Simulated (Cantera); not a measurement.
Charge: 1 mol Cu2O, 1.4 mol H2, 0.92 mol N2, at 650 K and 0.0640 bar.

Equilibrium computed with Cantera from the NASA thermochemical tables; the gas is ideal and each condensed phase is pure. Candidate condensed phases: Cu, CuO, Cu(OH)2, Cu2O, H2O; 27 gas species. The numbers say what is thermodynamically allowed, not how fast it happens.

Base state: H2O 0.431, N2 0.397, H2 0.172, NH3 5.40e-5 (mole fractions); condensed: Cu(s).

**Question.** What changes in the equilibrium state with this change: temperature from 650 K to 2148 K?

**Answer.** 
```tsv
species	before	after
H2O	0.431	0.322
N2	0.397	0.299
Cu	<1e-9	0.241
H2	0.172	0.128
H	<1e-9	0.00590
OH	<1e-9	0.00191
Cu2	<1e-9	0.00159
NO	<1e-9	0.000122
O2	<1e-9	6.60e-5
Cu(s), mol	2.00	0
Cu(l), mol	0	1.25
```

**Question.** What changes in the equilibrium state with this change: temperature from 650 K to 1723 K?

**Answer.** 
```csv
species,before,after
H2O,0.431,0.429
N2,0.397,0.395
H2,0.172,0.172
Cu,<1e-9,0.00333
H,<1e-9,0.000299
OH,<1e-9,4.10e-5
NH3,5.40e-5,9.88e-8
"Cu(s), mol",2.00,0
"Cu(l), mol",0,1.99
```
